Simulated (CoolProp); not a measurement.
o-xylene along the isobar 693 kPa: fugacity coefficient from the reference equation and from simpler models built on Tc = 357.1 °C, pc = 3737 kPa, ω = 0.312; each cubic takes its own stable root.

Values from CoolProp's reference Helmholtz-energy equation of state, Zhou 2012.

```tsv
T (°C)	phase	reference	van der Waals	Redlich-Kwong	Soave-Redlich-Kwong	Peng-Robinson
12.25	liquid	0.0006071	0.07659	0.002867	0.0005697	0.0006458
24.45	liquid	0.001293	0.1029	0.005510	0.001220	0.001354
36.65	liquid	0.002566	0.1350	0.009915	0.002436	0.002657
48.85	liquid	0.004788	0.1734	0.01685	0.004576	0.004912
61.05	liquid	0.008458	0.2184	0.02724	0.008140	0.008620
73.35	liquid	0.01429	0.2709	0.04228	0.01386	0.01450
85.55	liquid	0.02304	0.3304	0.06291	0.02249	0.02329
97.75	liquid	0.03572	0.3974	0.09044	0.03512	0.03604
109.95	liquid	0.05352	0.4720	0.1261	0.05297	0.05392
122.25	liquid	0.07795	0.5549	0.1715	0.07765	0.07850
134.45	liquid	0.1100	0.6447	0.2271	0.1103	0.1108
146.65	liquid	0.1514	0.7419	0.2940	0.1526	0.1526
158.85	liquid	0.2036	0.8462	0.3732	0.2063	0.2054
```
